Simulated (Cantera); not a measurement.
## Stirred combustor or abatement burner

A perfectly stirred reactor is fed with 2.85 % CH₄, 3.13 % CO, 8.55 % O₂, 85.5 % N₂, equivalence ratio 0.85, at 93000 Pa; it is adiabatic with a 473 K inlet, and is followed from long to short residence time, starting on the burning branch (τ in s: 0.22, 0.1, 0.049, 0.023, 0.011, 0.0052, 0.0025, 0.0012, 0.00055, 0.00026, 0.00012, 5.9e-05, 2.8e-05).

Model: GRI-Mech 3.0 (53 species, 325 reactions), integrated in Cantera.

| τ (s) | T (K) | x CH₄ | x CO | x O₂ | x CO₂ | x CH₂CO |
|---|---|---|---|---|---|---|
| 0.22 | 1412 | 1.50e-5 | 0.000699 | 0.0134 | 0.0600 | 4.37e-9 |
| 0.10 | 1407 | 2.49e-5 | 0.00117 | 0.0137 | 0.0595 | 8.16e-9 |
| 0.049 | 1399 | 3.97e-5 | 0.00185 | 0.0141 | 0.0588 | 1.41e-8 |
| 0.023 | 1387 | 6.67e-5 | 0.00299 | 0.0147 | 0.0576 | 2.51e-8 |
| 0.011 | 1367 | 0.000116 | 0.00484 | 0.0159 | 0.0556 | 4.66e-8 |
| 0.0052 | 1332 | 0.000233 | 0.00827 | 0.0180 | 0.0519 | 1.05e-7 |
| 0.0025 | 473 | 0.0285 | 0.0313 | 0.0855 | <1e-12 | <1e-12 |
| 0.0012 | 473 | 0.0285 | 0.0313 | 0.0855 | <1e-12 | <1e-12 |
| 0.00055 | 473 | 0.0285 | 0.0313 | 0.0855 | <1e-12 | <1e-12 |
| 0.00026 | 473 | 0.0285 | 0.0313 | 0.0855 | <1e-12 | <1e-12 |
| 0.00012 | 473 | 0.0285 | 0.0313 | 0.0855 | <1e-12 | <1e-12 |
| 5.9e-5 | 473 | 0.0285 | 0.0313 | 0.0855 | <1e-12 | <1e-12 |
| 2.8e-5 | 473 | 0.0285 | 0.0313 | 0.0855 | <1e-12 | <1e-12 |
x: mole fraction; the columns are a selection and need not sum to one.
